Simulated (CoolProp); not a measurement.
Aqueous potassium formate as a coolant, 24 % by mass, freezing at -15.0 °C, 1 atm.

Model: Melinder's fits for secondary coolants, in CoolProp.

```csv
T (°C),density (kg/m³),viscosity (mPa s),Prandtl number,cp (kJ/(kg K))
-8.7,?,?,20.0,3.284
-0.9,1155,2.47,15.5,3.295
7,1153,?,?,3.307
14.9,1150,1.65,10.00,3.319
22.7,1148,1.39,8.34,3.331
30.6,1145,?,?,3.343
38.4,1142,1.04,6.05,3.354
```

Task: What belongs in the gaps?

Result: 
- -8.7, density (kg/m³): 1157
- -8.7, viscosity (mPa s): 3.14
- 7, viscosity (mPa s): 1.99
- 7, Prandtl number: 12.3
- 30.6, viscosity (mPa s): 1.19
- 30.6, Prandtl number: 7.05
